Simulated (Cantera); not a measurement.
A closed system holds: 1 mol Fe3O4, 180 mol H2, held at 1100 Pa.

Equilibrium computed with Cantera from the NASA thermochemical tables; the gas is ideal and each condensed phase is pure. Candidate condensed phases: Fe, FeO, Fe(OH)2, Fe(OH)3, Fe2O3, Fe3O4, H2O; 12 gas species. Rates play no part. All values below are at 1423 K.

Base state: H2 0.978, H2O 0.0222, H 6.26e-5 (mole fractions); condensed: Fe(γ).

Q: What changes in the equilibrium state with this change: Fe3O4 replaced by Fe2O3?

A: 
```json
[
 {"species": "H2", "before": "0.978", "after": "0.983"},
 {"species": "H2O", "before": "0.0222", "after": "0.0167"},
 {"species": "H", "before": "6.26e-5", "after": "6.28e-5"},
 {"species": "Fe(γ), mol", "before": "3.00", "after": "2.00"}
]
```
